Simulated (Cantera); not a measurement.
Feed: 1 mol FeS, 160 mol H₂, 24 mol N₂, equilibrated at 1.33 mbar.

Cantera equilibrium calculation (NASA polynomials, part measured and part estimated; ideal gas, pure solids and liquids). Candidate condensed phases: Fe, FeS, FeS₂, S; 16 gas species. Mutual solubility and eutectic melting of coexisting phases are not modelled. FeS: taken at fixed stoichiometry. Rates play no part.

### Question
At 902 °C, list the 4 most abundant gas species with their mole fractions, and the condensed phases.

### Answer
H₂ 0.866, N₂ 0.130, H₂S 0.00317, S₂ 1.37e-5. Condensed: Fe(α) + FeS(s).
